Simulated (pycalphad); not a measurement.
Effect of Al content in Ti-Al-C

Source of the numbers: pycalphad with the COST 507 light-alloy database (1999); pressure 1 atm. The data set is of 1999 and partly superseded. The system is extrapolated from its subsystems; higher-order compounds may be missing. Amounts are mole fractions of atoms. Diffusion is slow at the low end, where real alloys seldom reach equilibrium.

Question: One of these alloys has its liquidus at 1953 K, its solidus at 1949 K, and holds hcp 0.98, fcc 0.02 at 750 K. Which?
A. Ti-2.18Al-0.71C (at.%)
B. Ti-1.45Al-0.71C (at.%)
C. Ti-0.73Al-0.71C (at.%)
D. Ti-2.9Al-0.71C (at.%)
E. Ti-4.35Al-0.71C (at.%)

Answer: E, Ti-4.35Al-0.71C (at.%). The others: Ti-0.73Al-0.71C (at.%), liquidus 1941, solidus 1940; Ti-1.45Al-0.71C (at.%), liquidus 1943, solidus 1942; Ti-2.18Al-0.71C (at.%), liquidus 1946, solidus 1944; Ti-2.9Al-0.71C (at.%), liquidus 1948, solidus 1945

The fcc model also describes the rock-salt carbide or nitride (TiC, TiN, HfC).
